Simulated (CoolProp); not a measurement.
Fluorine along the isobar 67.2 bar: density (kg/m³) from the reference equation and from simpler models built on Tc = 144.4 K, pc = 52.40 bar, ω = 0.045; each cubic takes its own stable root.

Model: reference Helmholtz-energy equation of state, de Reuck 1990, in CoolProp.

```
T (K)          phase  reference  Soave-Redlich-Kwong  Peng-Robinson
-----  -------------  ---------  -------------------  -------------
85.7          liquid       1514                 1524           1717
112.5         liquid       1316                 1299           1466
139.3         liquid          ?                    ?           1036
166.1  supercritical      277.4                275.9          289.7
192.9  supercritical      192.6                191.8          198.8
219.6  supercritical      155.8                154.8          159.3
246.4  supercritical      133.0                131.9          135.1
273.2  supercritical      117.0                115.8              ?
300    supercritical      104.8                103.7          105.6
```

Q: What belongs in the gaps?

A: 
- 139.3, reference: 1014
- 139.3, Soave-Redlich-Kwong: 927.5
- 273.2, Peng-Robinson: 118.2
